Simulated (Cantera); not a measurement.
Cantera with NASA thermochemical tables; ideal gases at 1 bar, condensed phases pure. Values are per mole of reaction as written; species without (g) are pure solids or liquids, kept so even where they would boil at 1 bar.

Problem. Between 1273 and 2273 K, where is each reaction favourable under standard conditions?
- 3 SrCl2 + O3(g) = 3 Cl2(g) + 3 SrO

Solution. 
- 3 SrCl2 + O3(g) = 3 Cl2(g) + 3 SrO: ΔG° is 292 kJ at 1273 K and 203 kJ at 2273 K; it stays positive (K < 1). ΔH° is 360 kJ and ΔS° 69 J/K at 2273 K.
